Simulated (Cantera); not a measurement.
## Si + F2 + N2 (silicon etching in halogen gases)

Charge: 1 mol Si, 0.56 mol F2, 8 mol N2, equilibrated at 0.00660 bar.

Method: chemical equilibrium by Gibbs-energy minimisation in Cantera with the NASA 1993 tables (ideal gas, pure condensed phases). Candidate condensed phases: Si, Si3N4; 16 gas species. N2 is the only nitrogen source here; it is nearly inert below about 1500 K, so the nitride shown seldom forms there in practice. The tables' values for SiF3, SiF2, SiF are old estimates; treat these amounts as uncertain. The numbers say what is thermodynamically allowed, not how fast it happens.

```csv
T (°C),x N2,x SiF4,x SiF3,x SiF2,x SiF,x Si,x SiN,x Si2N,n Si3N4(s)
352,0.964,0.0359,9.26e-12,<1e-12,<1e-12,<1e-12,<1e-12,<1e-12,0.240
452,0.964,0.0359,1.34e-9,<1e-12,<1e-12,<1e-12,<1e-12,<1e-12,0.240
552,0.964,0.0359,5.78e-8,<1e-12,<1e-12,<1e-12,<1e-12,<1e-12,0.240
652,0.964,0.0359,1.10e-6,9.73e-11,<1e-12,<1e-12,<1e-12,<1e-12,0.240
752,0.964,0.0359,1.16e-5,7.25e-9,<1e-12,<1e-12,<1e-12,<1e-12,0.240
852,0.964,0.0358,8.07e-5,2.48e-7,<1e-12,<1e-12,<1e-12,<1e-12,0.240
952,0.964,0.0356,0.000404,4.70e-6,3.99e-11,<1e-12,<1e-12,<1e-12,0.240
1052,0.964,0.0347,0.00155,5.61e-5,2.56e-9,4.02e-11,9.59e-12,<1e-12,0.239
1152,0.963,0.0320,0.00473,0.000456,8.93e-8,3.30e-9,4.73e-10,8.75e-12,0.236
1252,0.960,0.0260,0.0111,0.00261,1.87e-6,1.51e-7,1.39e-8,1.14e-9,0.229
1352,0.955,0.0160,0.0188,0.0103,2.49e-5,4.29e-6,2.68e-7,8.01e-8,0.214
```
x: gas mole fraction; n: condensed amount in mol.

From 352 °C to 1352 °C the condensed part is Si3N4(s).
